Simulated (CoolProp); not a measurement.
Vapour pressure (kPa) of isohexane: the reference equation beside estimates from Tc = 224.6 °C, pc = 3043 kPa, ω = 0.280. Clausius-Clapeyron is anchored at 148.35 °C with a constant enthalpy of vaporisation of 20.73 kJ/mol.

The numbers come from the reference Helmholtz-energy equation of state, Lemmon 2006 in CoolProp. It is a short technical equation, of lower accuracy than the large ones.

```
T (°C)  reference  Clausius-Clapeyron  Redlich-Kwong  Peng-Robinson
------  ---------  ------------------  -------------  -------------
123.55      530.5               604.8          729.0          530.2
127.05      571.6               639.0          775.9          571.5
130.65      616.4               675.5          826.3          616.6
134.15      662.3               712.3          877.4          662.9
137.75      712.2               751.6          932.2          713.2
141.25      763.4               791.1          987.7          764.8
144.85      818.8               833.2           1047          820.8
148.35      875.5               875.5           1107          878.1
151.95      936.8               920.4           1171          940.2
155.45      999.4               965.6           1236           1004
159.05       1067                1014           1305           1072
162.55       1136                1062           1374           1142
166.15       1210                1113           1448           1217
169.65       1286                1164           1523           1294
```

Absolute difference from the reference over all 14 rows, mean and median: Clausius-Clapeyron 6.3 and 6.0 %, Redlich-Kwong 27.5 and 27.2 %, Peng-Robinson 0.3 and 0.3 %.
